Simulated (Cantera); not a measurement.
Input (Python, Cantera) and output of one run.

```python
import numpy as np
import cantera as ct

gas_names = """
    Electron H H+ H- H2 H2+ H2- H2S S S+ S- SH S2 S8
""".split()
cond_names = """
    S(cr1) S(cr2) S(L)
""".split()


# ... load() reads the species with a 1 bar reference pressure and builds the phases ...
atoms = {
    'H2S': {'H': 2, 'S': 1},
    'H2': {'H': 2},
}
top_T = {}  # K; cautious upper limits of use, not melting points


# ... equilibrate(T, P, feed) seeds the gas with the atoms and calls Mixture.equilibrate('TP', solver="vcs", rtol=1e-11, max_steps=5000) ...
results = []
feed = {'H2S': 1, 'H2': 0.14}  # mol
P = 4800  # Pa
for T in [2500, 2750, 3000, 3250, 3500, 3750, 4000, 4250, 4500, 4750, 5000]:
    mix = equilibrate(T, P, feed)
    results.append((T, P, feed, dict(zip(mix.species_names, mix.species_moles))))

top = {s: max(r[3][s] / sum(r[3][g] for g in gas_names) for r in results) for s in gas_names}
cols = sorted((s for s in top if top[s] > 0.0001), key=lambda s: -top[s])[:9]
seen = [c for c in cond_names if any(r[3].get(c, 0) > 1e-12 for r in results)]
print("log10 of partial pressures in bar; condensed amounts in mol")
print(f"{'T/K':>10s}" + "".join(f"{s[:9]:>10s}" for s in cols + seen))
for T, P, feed, n in results:
    ng = sum(n[g] for g in gas_names)
    print(f"{T:10.4g}" + "".join(f"{np.log10(max(n[s] / ng * P / 1e5, 1e-99)):10.3f}" for s in cols)
          + "".join(f"{n.get(c, 0):10.4g}" for c in seen))
```

It prints:

```
log10 of partial pressures in bar; condensed amounts in mol
       T/K         H        H2         S        S2        SH       H2S  Electron        S+
      2500    -2.387    -1.574    -2.366    -2.016    -2.557    -3.283   -10.664   -10.579
      2750    -2.009    -1.688    -2.055    -2.223    -2.578    -3.672    -9.496    -9.437
      3000    -1.748    -1.893    -1.890    -2.586    -2.747    -4.201    -8.565    -8.531
      3250    -1.594    -2.201    -1.839    -3.071    -3.047    -4.873    -7.820    -7.803
      3500    -1.522    -2.587    -1.833    -3.563    -3.403    -5.608    -7.200    -7.191
      3750    -1.494    -2.991    -1.834    -4.002    -3.753    -6.322    -6.665    -6.660
      4000    -1.484    -3.373    -1.835    -4.386    -4.075    -6.975    -6.195    -6.193
      4250    -1.480    -3.721    -1.835    -4.725    -4.364    -7.562    -5.779    -5.777
      4500    -1.478    -4.034    -1.835    -5.027    -4.624    -8.089    -5.407    -5.406
      4750    -1.478    -4.316    -1.835    -5.298    -4.859    -8.562    -5.072    -5.072
      5000    -1.477    -4.571    -1.835    -5.542    -5.071    -8.989    -4.770    -4.770
```

Equilibrium computed with Cantera from the NASA thermochemical tables; the gas is ideal and each condensed phase is pure.
